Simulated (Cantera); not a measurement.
**Premixed flame**

A freely propagating, adiabatic, planar premixed flame of H₂ : O₂ : N₂ : H₂O = 1 : 0.758 : 2.85 : 0.1 (molar parts), equivalence ratio 0.66, unburnt at 650 K and 280000 Pa; mixture-averaged transport, grid criteria slope 0.08 and curve 0.16, no radiation.

Model: the H2/O2 subset of GRI-Mech 3.0, which has no nitrogen chemistry, integrated in Cantera. The hydrogen kinetics of GRI-Mech 3.0 are dated; newer H2 mechanisms differ, most at raised pressure. Burning velocities carry a grid error of a few per cent, more on coarse grids. Lean hydrogen flames are cellular in practice and burn faster than this planar one.

```csv
z (mm),T (K),u (m/s),x H₂,x O₂,x H₂O,x H,x O,x OH
-0.356,650,4.78,0.212,0.161,0.0212,<1e-8,<1e-8,<1e-8
-0.237,650,4.78,0.212,0.161,0.0212,<1e-8,<1e-8,<1e-8
-0.178,650,4.78,0.212,0.161,0.0213,<1e-8,<1e-8,<1e-8
-0.119,651,4.77,0.209,0.162,0.0214,2.89e-8,6.00e-8,<1e-8
-0.0593,703,5.04,0.188,0.164,0.0259,9.48e-5,1.67e-5,6.88e-5
-0.0296,944,6.57,0.146,0.156,0.0551,0.00223,0.000424,0.000860
0,1312,8.94,0.0839,0.125,0.122,0.0101,0.00342,0.00337
0.0296,1587,10.7,0.0374,0.0890,0.185,0.0152,0.00758,0.00829
0.0593,1743,11.7,0.0200,0.0725,0.212,0.0136,0.00885,0.0117
0.119,1898,12.7,0.0121,0.0649,0.228,0.00814,0.00721,0.0132
0.237,2022,13.4,0.00746,0.0625,0.239,0.00350,0.00429,0.0120
0.474,2104,13.9,0.00374,0.0618,0.248,0.00114,0.00207,0.00921
0.948,2147,14.1,0.00159,0.0618,0.253,0.000304,0.000879,0.00633
```
x: mole fraction of selected species; z is measured from the peak of heat release.

```json
{
 "laminar_burning_velocity": "478 cm/s",
 "thermal_thickness": "0.119 mm",
 "peak x(H)": "0.0153",
 "peak x(O)": "0.00885",
 "peak x(OH)": "0.0132",
 "grid_points": "108"
}
```
